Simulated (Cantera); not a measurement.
## Premixed flame

A freely propagating, adiabatic, planar premixed flame of H₂ : O₂ : N₂ : H₂O = 1 : 0.25 : 0.85 : 0.073 (molar parts), unburnt at 698 K and 0.340 bar; mixture-averaged transport, grid criteria slope 0.08 and curve 0.16, no radiation.

Model: the H2/O2 subset of GRI-Mech 3.0, which has no nitrogen chemistry, integrated in Cantera. Burning velocities carry a grid error of a few per cent, more on coarse grids.

```tsv
z (mm)	T (K)	u (m/s)	x H₂	x O₂	x H₂O	x H₂O₂	x OH	x O
-5.76	698	10.9	0.460	0.115	0.0336	<1e-8	<1e-8	<1e-8
-3.84	698	10.9	0.460	0.115	0.0336	<1e-8	<1e-8	<1e-8
-2.88	698	10.9	0.460	0.115	0.0336	<1e-8	<1e-8	<1e-8
-1.92	698	10.9	0.460	0.115	0.0336	<1e-8	<1e-8	<1e-8
-0.960	707	11.0	0.459	0.115	0.0342	4.75e-7	2.75e-5	1.12e-5
-0.480	828	12.8	0.435	0.111	0.0463	8.52e-7	0.000328	0.000332
0	1188	17.9	0.306	0.0663	0.140	7.54e-7	0.00255	0.00451
0.480	1447	21.6	0.200	0.0103	0.248	5.52e-7	0.00486	0.00426
0.960	1549	22.9	0.191	0.00254	0.265	4.27e-7	0.00562	0.00310
1.92	1660	24.4	0.200	0.00169	0.269	3.13e-7	0.00650	0.00277
3.84	1786	26.0	0.210	0.00132	0.272	1.92e-7	0.00715	0.00230
7.68	1917	27.6	0.221	0.000923	0.276	1.05e-7	0.00726	0.00169
15.4	2042	29.1	0.230	0.000565	0.281	5.51e-8	0.00668	0.00107
```
x: mole fraction of selected species; z is measured from the peak of heat release.

```
Property                      Value
------------------------  ---------
laminar burning velocity  1090 cm/s
thermal thickness           1.92 mm
peak x(H₂O₂)                9.13e-7
peak x(OH)                  0.00731
peak x(O)                   0.00553
grid points                     128
```
